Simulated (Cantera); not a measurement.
Input: 1 mol SiCl4, 0.015 mol C2H2, 66 mol H2, 0.16 mol C2H4, at 1625 K and 0.0820 bar.

These are equilibrium values from Cantera (NASA tables, ideal gas, pure condensed phases), not measurements of a reactor. Candidate condensed phases: C, C6H6, C7H8, C8H18, Si, SiC; 109 gas species. Mutual solubility and eutectic melting of coexisting phases are not modelled. The tables' values for SiCl3 are old estimates; treat these amounts as uncertain. Equilibrium is a limit: real reactors are often held back by kinetics, nucleation or transport.

Base state: H2 0.949, HCl 0.0439, SiCl2 0.00711, H 0.000240, SiCl3 0.000109, SiHCl3 1.31e-5 (mole fractions); condensed: Si(s) + SiC(s).

### Question
What changes in the equilibrium state with this change: C2H2 from 0.015 to 0.81 mol?

### Answer
```tsv
species	before	after
H2	0.949	0.942
HCl	0.0439	0.0576
H	0.000240	0.000239
SiCl2	0.00711	0.000141
C2H2 (acetylene)	4.41e-9	3.35e-5
CH4	1.24e-6	0.000107
Si(s), mol	0.154	0
SiC(s), mol	0.350	0.990
C(graphite), mol	0	0.938
```
